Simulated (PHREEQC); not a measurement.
Consider water at 32 °C with 180 mmol/kgw HF and 0.079 mmol/kgw (CH3)4NF. Closed to the air; pH follows from the charge balance.

Equilibrium calculation in PHREEQC: ion-association model, wateq4f.dat.

```tsv
quantity	before	after
pH	2.00	2.53
ionic strength (mol/kgw)	0.0110	0.00312
HF (mol/kgw)	0.114	0.0139
F- (mol/kgw)	0.00753	0.00296
```

Q: Which change was made?
A) (CH3)4NF from 7.9e-05 to 0.000118 mol/kgw
B) diluted 10-fold with water
C) 0.034 mol/kgw NH3 added
D) (CH3)4NF from 7.9e-05 to 0.000158 mol/kgw
E) HF left out

A: B, diluted 10-fold with water

No solid was allowed to form. (CH3)4N+ isn't in the database: it is added as a free cation with an ion size of 4 Å. wateq4f.dat counts part of the HF as a dimer, H2F2, which phreeqc.dat doesn't know; its constant is uncertain.
